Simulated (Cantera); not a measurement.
Mixture: CH4 : O2 : N2 = 1 : 2.78 : 10.4 (molar parts), at 1.01 bar, adiabatic and at constant pressure. Ignition delay is the time to a rise of 400 K.

Model: GRI-Mech 3.0 (53 species, 325 reactions), integrated in Cantera.

**Question.** Predict: delay at 1298 K; delay at 1348 K; delay at 1398 K; delay at 1448 K; delay at 1498 K; delay at 1548 K; delay at 1598 K; apparent activation energy between 1498 and 1598 K.

**Answer.** 
```
Quantity                                                 Value
--------------------------------------------------  ----------
delay at 1298 K                                        10.0 ms
delay at 1348 K                                        5.37 ms
delay at 1398 K                                        2.99 ms
delay at 1448 K                                        1.73 ms
delay at 1498 K                                        1.05 ms
delay at 1548 K                                       0.659 ms
delay at 1598 K                                       0.432 ms
apparent activation energy between 1498 and 1598 K  180 kJ/mol
```
